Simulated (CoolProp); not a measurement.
The fluid at 396.99 K and 7.75 MPa is throttled through a valve to 1.37 MPa with no heat exchange. The same conditions are run with several fluids, on thermodynamics alone (safety and materials aside).

The numbers come from the reference Helmholtz-energy equation of state of each fluid (cyclopropane: Polt 1992; R123: Younglove 1994; n-undecane: Aleksandrov 2011; n-nonane: Lemmon 2006; R113: Marx 1992) in CoolProp. The equations of Platzer and Polt are older, rougher fits.

```csv
fluid,temperature change (K),final phase,final density (kg/m³)
cyclopropane,-73.1,"two-phase, vapour fraction 0.589",43.9
R123,-0.9,liquid,1160
n-undecane,+2.0,liquid,661
n-nonane,+1.9,liquid,634
R113,+0.5,liquid,1300
```
